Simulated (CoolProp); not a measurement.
Vapour pressure (MPa) of CH3F (R41): the reference equation beside estimates from Tc = 317.3 K, pc = 5.906 MPa, ω = 0.200. Clausius-Clapeyron is anchored at 162.3 K with a constant enthalpy of vaporisation of 18.01 kJ/mol.

The numbers come from the reference Helmholtz-energy equation of state, Lemmon 2006 in CoolProp. It is a short technical equation, of lower accuracy than the large ones.

| T (K) | reference | Clausius-Clapeyron | van der Waals | Redlich-Kwong | Peng-Robinson |
|---|---|---|---|---|---|
| 154.6 | 0.005703 | 0.005773 | 0.1375 | 0.009260 | 0.005356 |
| 162.3 | 0.01122 | 0.01122 | 0.1912 | 0.01820 | 0.01065 |
| 170 | 0.02061 | 0.02054 | 0.2584 | 0.03312 | 0.01973 |
| 177.7 | 0.03566 | 0.03568 | 0.3407 | 0.05647 | 0.03441 |
| 185.4 | 0.05863 | 0.05920 | 0.4397 | 0.09111 | 0.05698 |
| 193.2 | 0.09273 | 0.09489 | 0.5584 | 0.1410 | 0.09071 |
| 200.9 | 0.1402 | 0.1458 | 0.6953 | 0.2083 | 0.1380 |
| 208.6 | 0.2051 | 0.2171 | 0.8531 | 0.2972 | 0.2028 |
| 216.3 | 0.2911 | 0.3143 | 1.033 | 0.4115 | 0.2891 |
| 224 | 0.4025 | 0.4434 | 1.236 | 0.5548 | 0.4015 |
| 231.7 | 0.5440 | 0.6115 | 1.464 | 0.7309 | 0.5445 |
| 239.4 | 0.7202 | 0.8260 | 1.718 | 0.9436 | 0.7234 |
| 247.1 | 0.9365 | 1.095 | 1.997 | 1.196 | 0.9433 |
| 254.9 | 1.202 | 1.432 | 2.309 | 1.497 | 1.214 |
| 262.6 | 1.516 | 1.837 | 2.645 | 1.841 | 1.534 |

Absolute difference from the reference over all 15 rows, mean and median: Clausius-Clapeyron 7.8 and 5.9 %, van der Waals 589.2 and 315.9 %, Redlich-Kwong 44.2 and 44.9 %, Peng-Robinson 2.1 and 1.2 %.
